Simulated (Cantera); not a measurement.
Input (Python, Cantera):

```python
import numpy as np
import cantera as ct

gas = ct.Solution("h2o2.yaml")


def delay(T, t_max=10):
    gas.TPX = T, 2000000, {'H2': 1, 'O2': 0.5, 'N2': 2.8}
    reactor = ct.IdealGasConstPressureReactor(gas, clone=False)
    net = ct.ReactorNet([reactor])
    net.rtol, net.atol = 1e-8, 1e-16
    while net.time < t_max:
        t_old, T_old = net.time, reactor.T
        net.step()
        if reactor.T > T + 400:  # ignition: a rise of 400 K
            return t_old + (T + 400 - T_old) / (reactor.T - T_old) * (net.time - t_old)
    return np.nan


taus = []
for T in [950, 1000, 1050, 1100, 1150, 1200, 1250, 1300, 1350]:
    taus.append(delay(T))
    print(f"T0 = {T:6g} K   tau = {taus[-1]:.4e} s")

# d ln(tau) / d ln(k), from doubling and halving each rate constant
T, sens = 1250, []
for i in range(gas.n_reactions):
    gas.set_multiplier(2.0, i)
    up = delay(T)
    gas.set_multiplier(0.5, i)
    down = delay(T)
    gas.set_multiplier(1.0, i)
    sens.append((np.log(up / down) / np.log(4.0), gas.reaction(i).equation))
sens.sort(key=lambda x: -abs(x[0]))
print(f"sensitivities at {T} K")
for s, eq in sens[:10]:
    print(f"{s:8.3f}  {eq}")
```

Output:

```
T0 =    950 K   tau = 2.4140e-02 s
T0 =   1000 K   tau = 7.5064e-03 s
T0 =   1050 K   tau = 2.5681e-03 s
T0 =   1100 K   tau = 9.3963e-04 s
T0 =   1150 K   tau = 3.5750e-04 s
T0 =   1200 K   tau = 1.3668e-04 s
T0 =   1250 K   tau = 4.9807e-05 s
T0 =   1300 K   tau = 1.5951e-05 s
T0 =   1350 K   tau = 4.9100e-06 s
sensitivities at 1250 K
  -2.173  H + O2 <=> O + OH
   0.911  H + O2 + N2 <=> HO2 + N2
   0.502  H + O2 + M <=> HO2 + M
  -0.426  H + H2O2 <=> H2 + HO2
  -0.340  2 OH (+M) <=> H2O2 (+M)
  -0.236  H + HO2 <=> 2 OH
   0.131  H + O2 + O2 <=> HO2 + O2
   0.058  H + HO2 <=> H2 + O2
  -0.057  H2 + OH <=> H + H2O
  -0.036  H2 + O <=> H + OH
```

Cantera simulation using the H2/O2 subset of GRI-Mech 3.0, which has no nitrogen chemistry; the numbers are that mechanism's predictions, not measurements. The hydrogen kinetics of GRI-Mech 3.0 are dated; newer H2 mechanisms differ, most at raised pressure. The pressure lies above the range GRI-Mech 3.0 was tuned for (to about 10 atm).
